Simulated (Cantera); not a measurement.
What does this Cantera script print?

```python
import numpy as np
import cantera as ct

gas_names = """
    C CH CH2 CH3 CH2OH CH3O CH4 CH3OH CO CO2 COOH C2 C2H CHCO,ketyl C2H2,acetylene C2H2,vinylidene
    CH2CO,ketene C2H3,vinyl CH3CO,acetyl C2H4 C2H4O,ethylen CH3CHO,ethanal CH3COOH (HCOOH)2 C2H5 C2H6
    CH3OCH3 C2H5OH C2O C3 C3H3,propargyl C3H4,allene C3H4,propyne C3H4,cyclo- C3H5,allyl C3H6,propylene
    C3H6,cyclo- C3H6O C3H7,n-propyl C3H7,i-propyl C3H8 C3H8O,1propanol C3H8O,2propanol C3O2 C4 C4H2
    C4H4,1,3-cyclo- C4H6,butadiene C4H6,2-butyne C4H6,cyclo- C4H8,1-butene C4H8,cis2-buten
    C4H8,tr2-butene C4H8,isobutene C4H8,cyclo- (CH3COOH)2 C4H9,n-butyl C4H9,i-butyl C4H9,s-butyl
    C4H9,t-butyl C4H10,isobutane C4H10,n-butane C5 C5H6,1,3cyclo- C5H8,cyclo- C5H10,1-pentene
    C5H10,cyclo- C5H11,pentyl C5H11,t-pentyl C5H12,n-pentane C5H12,i-pentane CH3C(CH3)2CH3 C6H2
    C6H5,phenyl C6H5O,phenoxy C6H6 C6H5OH,phenol C6H10,cyclo- C6H12,1-hexene C6H12,cyclo- C6H13,n-hexyl
    C7H7,benzyl C7H8 C7H8O,cresol C7H14,1-heptene C7H15,n-heptyl C7H16,n-heptane C8H8,styrene
    C8H10,ethylbenz C8H16,1-octene C8H17,n-octyl C8H18,isooctane C8H18,n-octane C9H19,n-nonyl
    C10H8,naphthale C10H21,n-decyl C12H9,o-bipheny C12H10,bipheny H HCO HO2 H2 HCHO,formaldehy HCOOH H2O
    H2O2 O OH O2 O3 Pb PbO Pb2
""".split()
cond_names = """
    C(gr) C6H6(L) C7H8(L) C8H18(L),n-octa H2O(s) H2O(L) Pb(cr) Pb(L) PbO(rd) PbO(yw) PbO(L) PbO2(s)
    Pb3O4(s)
""".split()


def load(file, names, dense=False):
    # The tables refer to 1 bar. Condensed volumes are neglected.
    table = {s.name: s for s in ct.Species.list_from_file(file)}
    out = []
    for n in names:
        d = dict(table[n].input_data)
        d["thermo"] = dict(d["thermo"], **{"reference-pressure": 1e5})
        if dense:
            d["equation-of-state"] = {"model": "constant-volume", "density": "1e6 g/cm^3"}
        out.append(ct.Species.from_dict(d))
    return out


gas = ct.Solution(thermo="ideal-gas", species=load("nasa_gas.yaml", gas_names))
cond = {s.name: ct.Solution(thermo="fixed-stoichiometry", species=[s], name=s.name)
        for s in load("nasa_condensed.yaml", cond_names, dense=True)}
atoms = {
    'Pb': {'Pb': 1},
    'O2': {'O': 2},
    'H2': {'H': 2},
    'CO': {'C': 1, 'O': 1},
}
top_T = {'C(gr)': 4500, 'Pb3O4(s)': 820}  # K; cautious upper limits of use, not melting points


def equilibrate(T, P, feed):
    n = {}
    for name, mol in feed.items():
        for a, k in atoms[name].items():
            n[a] = n.get(a, 0.0) + k * mol
    gas.TPX = T, P, n
    mass = sum(n.values()) * gas.mean_molecular_weight
    gas.equilibrate("TP")
    valid = [c for c in cond.values() if c.min_temp <= T <= top_T.get(c.name, c.max_temp)]
    mix = ct.Mixture([(gas, mass / gas.mean_molecular_weight)] + [(c, 0.0) for c in valid])
    mix.T, mix.P = T, P
    mix.equilibrate("TP", solver="vcs", rtol=1e-11, max_steps=5000)
    return mix


results = []
feed = {'Pb': 1, 'O2': 0.11, 'H2': 18, 'CO': 1.8}  # mol
P = 500  # Pa
for T in [998, 1023, 1048, 1073, 1098, 1123, 1148, 1173, 1198, 1223, 1248]:
    mix = equilibrate(T, P, feed)
    results.append((T, P, feed, dict(zip(mix.species_names, mix.species_moles))))

top = {s: max(r[3][s] / sum(r[3][g] for g in gas_names) for r in results) for s in gas_names}
cols = sorted((s for s in top if top[s] > 1e-06), key=lambda s: -top[s])[:6]
seen = [c for c in cond_names if any(r[3].get(c, 0) > 1e-12 for r in results)]
print("log10 of partial pressures in bar; condensed amounts in mol")
print(f"{'T/K':>10s}" + "".join(f"{s[:9]:>10s}" for s in cols + seen))
for T, P, feed, n in results:
    ng = sum(n[g] for g in gas_names)
    print(f"{T:10.4g}" + "".join(f"{np.log10(max(n[s] / ng * P / 1e5, 1e-99)):10.3f}" for s in cols)
          + "".join(f"{n.get(c, 0):10.4g}" for c in seen))
```

It prints:

```
log10 of partial pressures in bar; condensed amounts in mol
       T/K        H2        CO        Pb       H2O       CO2       CH4     Pb(L)
       998    -2.348    -3.351    -4.810    -4.315    -5.156    -7.481    0.9385
      1023    -2.349    -3.351    -4.574    -4.311    -5.196    -7.776    0.8938
      1048    -2.351    -3.352    -4.350    -4.308    -5.234    -8.060    0.8214
      1073    -2.354    -3.354    -4.136    -4.306    -5.272    -8.332    0.7063
      1098    -2.358    -3.358    -3.933    -4.307    -5.310    -8.597    0.5264
      1123    -2.363    -3.363    -3.738    -4.309    -5.348    -8.857    0.2489
      1148    -2.369    -3.368    -3.619    -4.312    -5.384    -9.104         0
      1173    -2.369    -3.368    -3.619    -4.310    -5.413    -9.325         0
      1198    -2.369    -3.367    -3.619    -4.307    -5.441    -9.537         0
      1223    -2.369    -3.367    -3.619    -4.306    -5.468    -9.741         0
      1248    -2.369    -3.367    -3.619    -4.304    -5.494    -9.936         0
```

These are equilibrium values from Cantera (NASA tables, ideal gas, pure condensed phases), not measurements of a reactor.
